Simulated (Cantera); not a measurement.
Input (Python, Cantera) and output of one run.

```python
import numpy as np
import cantera as ct

gas_names = """
    C CO CO2 C2 C2O C3 C3O2 C4 C5 Fe FeC5O5 FeO O O2 O3
""".split()
cond_names = """
    C(gr) Fe(a) Fe(c) Fe(d) Fe(L) FeC5O5(L) FeO(s) FeO(L) Fe2O3(s) Fe3O4(s)
""".split()


# ... load() reads the species with a 1 bar reference pressure and builds the phases ...
atoms = {
    'Fe3O4': {'Fe': 3, 'O': 4},
    'CO': {'C': 1, 'O': 1},
}
top_T = {'C(gr)': 4500, 'Fe2O3(s)': 1830, 'Fe3O4(s)': 1870}  # K; cautious upper limits of use, not melting points


# ... equilibrate(T, P, feed) seeds the gas with the atoms and calls Mixture.equilibrate('TP', solver="vcs", rtol=1e-11, max_steps=5000) ...
results = []
T = 1975  # K
P = 3100  # Pa
for m in [1.6, 2.5, 3.4, 4.3, 5.3, 6.2, 7.1, 8, 9, 9.9]:
    feed = {'Fe3O4': 1, 'CO': m}  # mol
    mix = equilibrate(T, P, feed)
    results.append((T, P, feed, dict(zip(mix.species_names, mix.species_moles))))

top = {s: max(r[3][s] / sum(r[3][g] for g in gas_names) for r in results) for s in gas_names}
cols = sorted((s for s in top if top[s] > 0.0001), key=lambda s: -top[s])[:5]
seen = [c for c in cond_names if any(r[3].get(c, 0) > 1e-12 for r in results)]
print("log10 of partial pressures in bar; condensed amounts in mol")
print(f"{'n(CO)':>10s}" + "".join(f"{s[:9]:>10s}" for s in cols + seen))
for T, P, feed, n in results:
    ng = sum(n[g] for g in gas_names)
    print(f"{feed['CO']:10.4g}" + "".join(f"{np.log10(max(n[s] / ng * P / 1e5, 1e-99)):10.3f}" for s in cols)
          + "".join(f"{n.get(c, 0):10.4g}" for c in seen))
```

It prints:

```
log10 of partial pressures in bar; condensed amounts in mol
     n(CO)        CO       CO2        Fe        O2    FeO(L)
       1.6    -1.935    -1.713    -4.766    -5.496     2.999
       2.5    -1.732    -1.906    -4.370    -6.288     2.996
       3.4    -1.662    -2.038    -4.168    -6.692     2.992
       4.3    -1.627    -2.138    -4.033    -6.964     2.987
       5.3    -1.603    -2.226    -3.921    -7.186     2.979
       6.2    -1.589    -2.291    -3.843    -7.344     2.971
       7.1    -1.580    -2.346    -3.778    -7.474     2.961
         8    -1.572    -2.394    -3.723    -7.583      2.95
         9    -1.566    -2.440    -3.671    -7.688     2.937
       9.9    -1.562    -2.476    -3.630    -7.769     2.924
```

Equilibrium computed with Cantera from the NASA thermochemical tables; the gas is ideal and each condensed phase is pure. The tables' stoichiometric FeO is somewhat more stable than real wüstite, so its field is too wide. FeO: taken at fixed stoichiometry.
